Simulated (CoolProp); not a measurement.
Dodecamethylpentasiloxane (MD3M) at several states: fugacity coefficient from the reference equation and from simpler models built on Tc = 628.0 K, pc = 0.9540 MPa, ω = 0.730; each cubic takes its own stable root.

The numbers come from the reference Helmholtz-energy equation of state, Thol 2019 in CoolProp.

| T (K) | p (MPa) | phase | reference |
|---|---|---|---|
| 484.8 | 0.0537 | gas | 0.9399 |
| 241.4 | 1.22 | liquid | 7.075e-9 |
| 543.6 | 0.196 | gas | 0.8642 |
| 452.5 | 0.0452 | liquid | 0.5687 |

Task: How far does each simpler model (van der Waals, Redlich-Kwong, Peng-Robinson) lie from the reference over these 4 states: mean and median of the absolute difference, and the worst?

Result: 
- van der Waals: mean 16212009.0 %, median 38.1 %, worst +64847956.5 % at 241.4 K and 1.22 MPa
- Redlich-Kwong: mean 94728.6 %, median 36.2 %, worst +378839.9 % at 241.4 K and 1.22 MPa
- Peng-Robinson: mean 69.9 %, median 2.6 %, worst +273.6 % at 241.4 K and 1.22 MPa

At some of these states van der Waals, Redlich-Kwong gives the other phase, because its saturation line lies elsewhere.
